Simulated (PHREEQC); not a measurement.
A solution holds 1.8 mol MgCl2 and 0.084 mol NaHCO3 per kg of water, at 25 °C. Closed to the air; pH follows from the charge balance.

Equilibrium calculation in PHREEQC: Pitzer model, pitzer.dat.

```
quantity          before    after
---------------  -------  -------
pH                  6.36     6.86
HCO3- (mol/kgw)   0.0645   0.0713
CO2 (mol/kgw)    0.00974  0.00636
MgCO3 (mol/kgw)  0.00568  0.00339
CO3-2 (mol/kgw)  0.00405  0.00297
MgOH+ (mol/kgw)  1.08e-5  4.61e-6
```

Task: What was changed between the two runs?
(A) diluted 5-fold with water
(B) NaHCO3 from 0.084 to 0.126 mol/kgw
(C) NaHCO3 from 0.084 to 0.0756 mol/kgw
(D) MgCl2 from 1.8 to 0.9 mol/kgw
(E) temperature from 25 to 35 °C

Result: D, MgCl2 from 1.8 to 0.9 mol/kgw

No solid was allowed to form. Some of these states are supersaturated (in Magnesite (slow to form), for instance). In brines, pH and single-ion activities rest on the MacInnes convention.
